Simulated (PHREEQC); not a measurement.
Synthetic water in mmol/kgw, 55 °C, pH 5.64, pe 11.1: Na 0.106; K 0.0175; Ca 0.0216; Mg 0.0691; Cl 0.0871; S(6) 0.0906; Alkalinity (meq/kgw) 0.0439; Ni 0.00417.

Valence states are taken as typed.

Model: ion-association model, wateq4f.dat, run in PHREEQC.

Each row changes one thing in this solution. Precipitation was switched off in this run.

```json
[
 {"case": "as made", "CO2 (mol/kgw)": "0.000199", "Ni+2 (mol/kgw)": "4.04e-6", "MgSO4 (mol/kgw)": "2.25e-6", "NiSO4 (mol/kgw)": "7.06e-8", "HSO4- (mol/kgw)": "3.73e-8", "NiCO3 (mol/kgw)": "3.67e-8", "SI of Gypsum (CaSO4:2H2O)": "-4.19", "SI of Magnesite (MgCO3)": "-4.64"},
 {"case": "pH from 5.64 to 5.5 at the same alkalinity", "CO2 (mol/kgw)": "0.000280", "Ni+2 (mol/kgw)": "4.05e-6", "MgSO4 (mol/kgw)": "2.24e-6", "NiSO4 (mol/kgw)": "7.07e-8", "HSO4- (mol/kgw)": "5.14e-8", "NiCO3 (mol/kgw)": "2.72e-8", "SI of Gypsum (CaSO4:2H2O)": "-4.19", "SI of Magnesite (MgCO3)": "-4.77"},
 {"case": "temperature from 55 to 45 °C at the same typed pH", "CO2 (mol/kgw)": "0.000200", "Ni+2 (mol/kgw)": "4.05e-6", "MgSO4 (mol/kgw)": "1.83e-6", "NiSO4 (mol/kgw)": "6.63e-8", "HSO4- (mol/kgw)": "2.90e-8", "NiCO3 (mol/kgw)": "3.37e-8", "SI of Gypsum (CaSO4:2H2O)": "-4.21", "SI of Magnesite (MgCO3)": "-4.81"},
 {"case": "Ni from 0.00417 to 0.0125 mmol/kgw", "CO2 (mol/kgw)": "0.000198", "Ni+2 (mol/kgw)": "1.21e-5", "MgSO4 (mol/kgw)": "2.24e-6", "NiSO4 (mol/kgw)": "2.11e-7", "HSO4- (mol/kgw)": "3.72e-8", "NiCO3 (mol/kgw)": "1.09e-7", "SI of Gypsum (CaSO4:2H2O)": "-4.19", "SI of Magnesite (MgCO3)": "-4.65"},
 {"case": "Cl from 0.0871 to 0.174 mmol/kgw", "CO2 (mol/kgw)": "0.000199", "Ni+2 (mol/kgw)": "4.04e-6", "MgSO4 (mol/kgw)": "2.23e-6", "NiSO4 (mol/kgw)": "7.00e-8", "HSO4- (mol/kgw)": "3.71e-8", "NiCO3 (mol/kgw)": "3.65e-8", "SI of Gypsum (CaSO4:2H2O)": "-4.19", "SI of Magnesite (MgCO3)": "-4.65"}
]
```

Complexes and solids missing from the database can't appear. At this temperature some constants are extrapolated from 25 °C, and those without enthalpy data are left unchanged.
